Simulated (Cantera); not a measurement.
Input: 1 mol Si2Cl6, a varied amount of NH3, 14 mol N2, held at 1473 K and 1000 Pa.

These are equilibrium values from Cantera (NASA tables, ideal gas, pure condensed phases), not measurements of a reactor. Candidate condensed phases: NH4Cl, Si, Si3N4; 28 gas species. The feed counts by its element totals alone. Equilibrium is a limit: real reactors are often held back by kinetics, nucleation or transport.

Task: What share of the Si ends up in condensed phases as a function of n(NH3) (mol), at 0.83, 1.1, 1.4, 1.8, 2.3, 2.9, 3.8, 4.8, 6.2, 8, 10, 13?

Result: 
```tsv
n(NH3) (mol)	Si condensed (%)	as
0.83	19.4	Si3N4(s)
1.1	27.5	Si3N4(s)
1.4	35.3	Si3N4(s)
1.8	43.9	Si3N4(s)
2.3	52.5	Si3N4(s)
2.9	60.2	Si3N4(s)
3.8	68.3	Si3N4(s)
4.8	74.3	Si3N4(s)
6.2	79.7	Si3N4(s)
8	83.9	Si3N4(s)
10	86.9	Si3N4(s)
13	89.6	Si3N4(s)
```
